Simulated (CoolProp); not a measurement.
Normal hydrogen along the isobar 1.92 MPa: Z from the reference equation and from simpler models built on Tc = 33.1 K, pc = 1.296 MPa, ω = -0.219; each cubic takes its own stable root.

Computed with CoolProp (reference Helmholtz-energy equation of state, Leachman 2009).

| T (K) | phase | reference |
|---|---|---|
| 21.5 | liquid | 0.3010 |
| 27.8 | liquid | 0.2624 |
| 34.1 | supercritical | 0.2849 |
| 40.4 | supercritical | 0.6582 |
| 46.7 | supercritical | 0.8030 |
| 53 | supercritical | 0.8738 |
| 59.3 | supercritical | 0.9157 |
| 65.7 | supercritical | 0.9432 |
| 72 | supercritical | 0.9615 |
| 78.3 | supercritical | 0.9745 |
| 84.6 | supercritical | 0.9839 |

How far does each simpler model (van der Waals, Soave-Redlich-Kwong, Peng-Robinson) lie from the reference over these 11 states: mean and median of the absolute difference, and the worst?


- van der Waals: mean 7.0 %, median 0.2 %, worst +26.3 % at 34.1 K and 1.92 MPa
- Soave-Redlich-Kwong: mean 3.0 %, median 2.0 %, worst -9.3 % at 21.5 K and 1.92 MPa
- Peng-Robinson: mean 7.0 %, median 4.9 %, worst -19.2 % at 21.5 K and 1.92 MPa
